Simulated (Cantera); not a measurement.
Stirred combustor or abatement burner

A perfectly stirred reactor is fed with 16.2 % CO, 0.875 % H2, 17.5 % O2, 65.4 % N2, at 1200000 Pa; it is adiabatic with a 823 K inlet, and is followed from long to short residence time, starting on the burning branch (τ in s: 0.19, 0.083, 0.037, 0.017, 0.0075, 0.0033, 0.0015, 0.00067, 0.0003, 0.00013, 6e-05, 2.7e-05, 1.2e-05).

Detailed kinetics in Cantera: GRI-Mech 3.0 (53 species, 325 reactions). The hydrogen kinetics of GRI-Mech 3.0 are dated; newer H2 mechanisms differ, most at raised pressure. The pressure lies above the range GRI-Mech 3.0 was tuned for (to about 10 atm).

```json
[
 {"τ (s)": "0.19", "T (K)": "2152", "x CO": "0.000799", "x H2": "7.89e-6", "x O2": "0.0957", "x HO2": "1.62e-6", "x H": "3.67e-6", "x O": "0.000188", "x NO2": "1.52e-5"},
 {"τ (s)": "0.083", "T (K)": "2154", "x CO": "0.000918", "x H2": "8.70e-6", "x O2": "0.0965", "x HO2": "1.70e-6", "x H": "4.17e-6", "x O": "0.000205", "x NO2": "1.11e-5"},
 {"τ (s)": "0.037", "T (K)": "2155", "x CO": "0.00115", "x H2": "1.03e-5", "x O2": "0.0971", "x HO2": "1.84e-6", "x H": "5.23e-6", "x O": "0.000238", "x NO2": "7.83e-6"},
 {"τ (s)": "0.017", "T (K)": "2153", "x CO": "0.00159", "x H2": "1.33e-5", "x O2": "0.0976", "x HO2": "2.11e-6", "x H": "7.41e-6", "x O": "0.000300", "x NO2": "5.91e-6"},
 {"τ (s)": "0.0075", "T (K)": "2147", "x CO": "0.00243", "x H2": "1.90e-5", "x O2": "0.0981", "x HO2": "2.67e-6", "x H": "1.24e-5", "x O": "0.000421", "x NO2": "4.99e-6"},
 {"τ (s)": "0.0033", "T (K)": "2136", "x CO": "0.00390", "x H2": "2.90e-5", "x O2": "0.0988", "x HO2": "3.80e-6", "x H": "2.30e-5", "x O": "0.000637", "x NO2": "4.62e-6"},
 {"τ (s)": "0.0015", "T (K)": "2117", "x CO": "0.00625", "x H2": "4.42e-5", "x O2": "0.0997", "x HO2": "5.83e-6", "x H": "4.39e-5", "x O": "0.000983", "x NO2": "4.30e-6"},
 {"τ (s)": "0.00067", "T (K)": "2085", "x CO": "0.0101", "x H2": "6.79e-5", "x O2": "0.101", "x HO2": "9.60e-6", "x H": "8.55e-5", "x O": "0.00154", "x NO2": "3.62e-6"},
 {"τ (s)": "0.00030", "T (K)": "2036", "x CO": "0.0163", "x H2": "0.000102", "x O2": "0.104", "x HO2": "1.64e-5", "x H": "0.000161", "x O": "0.00234", "x NO2": "2.59e-6"},
 {"τ (s)": "0.00013", "T (K)": "1952", "x CO": "0.0270", "x H2": "0.000150", "x O2": "0.108", "x HO2": "2.94e-5", "x H": "0.000284", "x O": "0.00340", "x NO2": "1.49e-6"},
 {"τ (s)": "6.0e-5", "T (K)": "1805", "x CO": "0.0468", "x H2": "0.000221", "x O2": "0.117", "x HO2": "5.52e-5", "x H": "0.000385", "x O": "0.00399", "x NO2": "6.65e-7"},
 {"τ (s)": "2.7e-5", "T (K)": "823", "x CO": "0.162", "x H2": "0.00875", "x O2": "0.175", "x HO2": "5.68e-11", "x H": "<1e-12", "x O": "1.06e-11", "x NO2": "<1e-12"},
 {"τ (s)": "1.2e-5", "T (K)": "823", "x CO": "0.162", "x H2": "0.00875", "x O2": "0.175", "x HO2": "2.12e-11", "x H": "<1e-12", "x O": "8.88e-12", "x NO2": "<1e-12"}
]
```
x: mole fraction; the columns are a selection and need not sum to one.
